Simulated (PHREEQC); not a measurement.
A solution holds 0.011 mol/kgw HF and 0.0037 mol/kgw NaF, at 64 °C. Closed to the air; pH follows from the charge balance.

The numbers come from PHREEQC with the ion-association model, phreeqc.dat.

```json
[
 {"quantity": "pH", "before": "3.11", "after": "3.22"},
 {"quantity": "ionic strength (mol/kgw)", "before": "0.00453", "after": "0.0361"},
 {"quantity": "HF (mol/kgw)", "before": "0.00997", "after": "0.00800"},
 {"quantity": "F- (mol/kgw)", "before": "0.00434", "after": "0.00513"},
 {"quantity": "HF2- (mol/kgw)", "before": "0.000190", "after": "0.000180"}
]
```

Question: Which change was made?
A) HF left out
B) NaF from 0.0037 to 0.00037 mol/kgw
C) diluted 10-fold with water
D) NaF left out
E) HF replaced by Cu(BF4)2 at the same molality

Answer: E, HF replaced by Cu(BF4)2 at the same molality

This is a speciation only: nothing precipitates in the calculation. Constants without temperature data keep their 25 °C values here. Real BF4- forms and hydrolyses slowly; the run takes it at equilibrium.
